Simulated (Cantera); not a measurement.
Cantera run, input and output.

```python
import numpy as np
import cantera as ct

gas = ct.Solution("gri30.yaml")
gas.TPX = 1175, 100000, {'N2O': 1}
reactor = ct.IdealGasConstPressureReactor(gas, energy="off", clone=False)
net = ct.ReactorNet([reactor])
net.rtol, net.atol = 1e-08, 1e-18
show = ['N2O', 'NO', 'NO2', 'O', 'O2', 'N2']
times = np.geomspace(9e-05, 1, 13)

steps = ct.SolutionArray(gas, extra=["t"])
rows = []
print(f"{'t/s':>10s}{'T/K':>9s}{'P/Pa':>11s}" + "".join(f"{s:>11s}" for s in show))
for t in times:
    while net.time < t:
        t_next = net.step()
        steps.append(gas.state, t=t_next)
    rows.append([np.interp(t, steps.t, y) for y in (steps.T, steps.P, *steps(*show).X.T)])
    print(f"{t:10.3e}{rows[-1][0]:9.1f}{rows[-1][1]:11.4g}" + "".join(f"{x:11.3e}" for x in rows[-1][2:]))
rate = np.gradient(steps.T, steps.t)
print("integrator steps:", len(steps.t))
if steps.T.max() > steps.T[0] + 200:
    print(f"time of steepest temperature rise: {steps.t[rate.argmax()]:.4e} s")
gas.TPX = 1175, 100000, {'N2O': 1}
gas.equilibrate("TP")
print(f"equilibrium (TP): T = {gas.T:.1f} K  " + "  ".join(f"{s} {gas[s].X[0]:.3e}" for s in show))
```

It prints:

```
       t/s      T/K       P/Pa        N2O         NO        NO2          O         O2         N2
 9.000e-05   1175.0      1e+05  1.000e+00  2.840e-06  7.150e-11  1.158e-06  1.353e-05  2.964e-05
 1.956e-04   1175.0      1e+05  9.999e-01  6.431e-06  3.660e-10  1.158e-06  3.064e-05  6.564e-05
 4.251e-04   1175.0      1e+05  9.998e-01  1.423e-05  1.790e-09  1.158e-06  6.781e-05  1.439e-04
 9.240e-04   1175.0      1e+05  9.995e-01  3.118e-05  8.508e-09  1.158e-06  1.486e-04  3.139e-04
 2.008e-03   1175.0      1e+05  9.989e-01  6.798e-05  3.973e-08  1.158e-06  3.240e-04  6.832e-04
 4.365e-03   1175.0      1e+05  9.977e-01  1.478e-04  1.808e-07  1.158e-06  7.047e-04  1.485e-03
 9.487e-03   1175.0      1e+05  9.949e-01  3.203e-04  7.845e-07  1.157e-06  1.530e-03  3.222e-03
 2.062e-02   1175.0      1e+05  9.890e-01  6.917e-04  3.116e-06  1.155e-06  3.311e-03  6.973e-03
 4.481e-02   1175.0      1e+05  9.764e-01  1.484e-03  1.062e-05  1.149e-06  7.126e-03  1.501e-02
 9.740e-02   1175.0      1e+05  9.497e-01  3.142e-03  2.960e-05  1.136e-06  1.517e-02  3.195e-02
 2.117e-01   1175.0      1e+05  8.955e-01  6.482e-03  6.922e-05  1.107e-06  3.154e-02  6.643e-02
 4.601e-01   1175.0      1e+05  7.927e-01  1.268e-02  1.430e-04  1.048e-06  6.265e-02  1.318e-01
 1.000e+00   1175.0      1e+05  6.222e-01  2.248e-02  2.603e-04  9.339e-07  1.145e-01  2.406e-01
integrator steps: 604
equilibrium (TP): T = 1175.0 K  N2O 1.227e-08  NO 1.875e-04  NO2 4.497e-06  O 8.484e-09  O2 3.332e-01  N2 6.666e-01
```

Computed with Cantera and GRI-Mech 3.0 (53 species, 325 reactions). GRI-Mech 3.0 was tuned for natural gas; its chemistry of N2O as a main component is partial and can be far from experiment. The mechanism lacks the step 2 NO + O2 → 2 NO2, which can matter for NO2 below about 1400 K. The temperature is held fixed by assumption; the heat of reaction is taken as removed at once.
